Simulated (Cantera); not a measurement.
Cantera with NASA thermochemical tables; ideal gases at 1 bar, condensed phases pure. Values are per mole of reaction as written; species without (g) are pure solids or liquids, kept so even where they would boil at 1 bar.

SiH3(g) + SiCl2(g) + 3 H(g) = 2 SiH3Cl(g)

| T (K) | ΔH° (kJ) | ΔS° (J/K) | ΔG° (kJ) | log10 K |
|---|---|---|---|---|
| 300 | -978.5 | -340.8 | -876.3 | 152.57 |
| 1023 | [?] | [?] | [?] | [?] |
| 1123 | [?] | [?] | [?] | [?] |
| 1223 | -997.1 | -376.5 | -536.6 | 22.92 |
| 1323 | [?] | [?] | [?] | [?] |
| 1423 | [?] | [?] | [?] | [?] |

What belongs in the gaps?


- 1023, ΔH° (kJ): -995.9
- 1023, ΔS° (J/K): -375.5
- 1023, ΔG° (kJ): -611.8
- 1023, log10 K: 31.24
- 1123, ΔH° (kJ): -996.6
- 1123, ΔS° (J/K): -376.1
- 1123, ΔG° (kJ): -574.2
- 1123, log10 K: 26.71
- 1323, ΔH° (kJ): -997.4
- 1323, ΔS° (J/K): -376.8
- 1323, ΔG° (kJ): -498.9
- 1323, log10 K: 19.70
- 1423, ΔH° (kJ): -997.5
- 1423, ΔS° (J/K): -376.8
- 1423, ΔG° (kJ): -461.3
- 1423, log10 K: 16.93
